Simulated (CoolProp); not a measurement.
c-C4F8 (RC318) along the isobar 8480 kPa: density (kg/m³) from the reference equation and from simpler models built on Tc = 388.4 K, pc = 2778 kPa, ω = 0.355; each cubic takes its own stable root.

Values from CoolProp's reference Helmholtz-energy equation of state, Platzer 1990. This equation is an older, rougher fit; its heat capacities, sound speeds and derivatives of the liquid may be far off and weren't checked against measurements.

```tsv
T (K)	phase	reference	van der Waals	Redlich-Kwong	Soave-Redlich-Kwong	Peng-Robinson
361.9	liquid	1307	923.8	1203	1231	1380
371.1	liquid	1267	907.4	1168	1186	1327
380.3	liquid	1224	890.4	1131	1140	1272
389.5	supercritical	1179	873.1	1093	1091	1214
398.7	supercritical	1131	855.3	1053	1040	1153
407.9	supercritical	1081	837.0	1014	987.3	1090
417.1	supercritical	1027	818.3	972.9	933.1	1026
426.3	supercritical	971.0	799.0	931.6	878.1	960.3
435.5	supercritical	913.0	779.4	890.1	823.6	896.1
444.7	supercritical	854.6	759.2	848.6	770.9	834.6
454	supercritical	796.9	738.5	807.3	720.5	776.6
463.2	supercritical	743.0	717.5	767.4	674.7	724.4
472.4	supercritical	693.5	696.4	729.0	633.3	677.8
481.6	supercritical	649.2	675.0	692.6	596.4	636.5
490.8	supercritical	610.1	653.6	658.5	563.7	600.3
500	supercritical	575.7	632.2	626.9	534.8	568.3
```
